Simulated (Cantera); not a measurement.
**Ta(OEt)₅ + CH₄ (tantalum, niobium, vanadium and zirconium in process gases)**

Input: 1 mol Ta(OEt)₅, 2.9 mol CH₄, at 1875 K and 1.00 bar.

Cantera equilibrium calculation (NASA polynomials, part measured and part estimated; ideal gas, pure solids and liquids). Candidate condensed phases: C, C₆H₆, C₇H₈, C₈H₁₈, H₂O, Ta, TaC, Ta₂O₅; 113 gas species. The feed counts by its element totals alone. TaC: taken at fixed stoichiometry. Condensed phases not in the tables: Ta₂C. The numbers say what is thermodynamically allowed, not how fast it happens.

x(H₂): 0.784
x(CO): 0.215
x(H): 0.000580
x(CH₄): 0.000373
x(C₂H₂ (acetylene)): 0.000248
x(H₂O): 3.36e-5
x(CH₃): 5.54e-6
x(C₂H₄): 2.77e-6
x(CO₂): 2.23e-6
n(C(graphite)): 6.88 mol
n(TaC(s)): 1.00 mol
gas amount: 23.30 mol
log10 activity of Ta(s) (absent): -3.91
log10 activity of Ta₂O₅(s) (absent): -14.70
